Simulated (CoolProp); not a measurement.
Computed with CoolProp (reference Helmholtz-energy equation of state, Lemmon 2006). It is a short technical equation, of lower accuracy than the large ones.

Question: For isopentane, give the phase and the speed of sound (m/s), Joule-Thomson coefficient (K/MPa), isothermal compressibility (1/MPa), expansivity (1/kK) at 226.85 °C and 2.87 MPa; 226.85 °C and 6.52 MPa; 226.85 °C and 9.84 MPa.

Answer: 
- 226.85 °C and 2.87 MPa: gas; speed of sound 187, Joule-Thomson coefficient 8.49, isothermal compressibility 0.495, expansivity 5.35
- 226.85 °C and 6.52 MPa: supercritical; speed of sound 192, Joule-Thomson coefficient 3.96, isothermal compressibility 0.148, expansivity 12.1
- 226.85 °C and 9.84 MPa: supercritical; speed of sound 320, Joule-Thomson coefficient 1.10, isothermal compressibility 0.0349, expansivity 4.84
